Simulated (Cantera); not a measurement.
## AlCl₃ + N₂O + N₂ + NH₃ (aluminium nitride and oxide growth)

Feed: 1 mol AlCl₃, 44 mol N₂O, 3 mol N₂, a varied amount of NH₃, equilibrated at 875 K and 1.00 bar.

Method: chemical equilibrium by Gibbs-energy minimisation in Cantera with the NASA 1993 tables (ideal gas, pure condensed phases). Candidate condensed phases: Al, AlCl₃, AlN, Al₂O₃, H₂O, NH₄Cl; 45 gas species. Condensed phases not in the tables: AlOCl. Rates play no part.

```
n(NH₃) (mol)   x N₂      x H₂   x H₂O    x O₂    x HCl  n Al₂O₃(s)
------------  -----  --------  ------  ------  -------  ----------
3.8           0.652    <1e-12  0.0619   0.252   0.0281       0.500
6.2           0.642    <1e-12   0.104   0.220   0.0305       0.500
10            0.627    <1e-12   0.165   0.174   0.0315       0.500
16            0.608    <1e-12   0.250   0.110   0.0308       0.500
27            0.580  3.61e-12   0.374  0.0167   0.0283       0.500
43            0.509     0.152   0.316  <1e-12   0.0223       0.500
70            0.435     0.323   0.226  <1e-12   0.0159       0.500
110           0.380     0.450   0.158  <1e-12   0.0112       0.500
190           0.331     0.562  0.0992  <1e-12  0.00700       0.500
300           0.304     0.626  0.0656  <1e-12  0.00463       0.500
```
x: gas mole fraction; n: condensed amount in mol.

From 3.8 mol NH₃ to 300 mol NH₃ the condensed part is Al₂O₃(s).
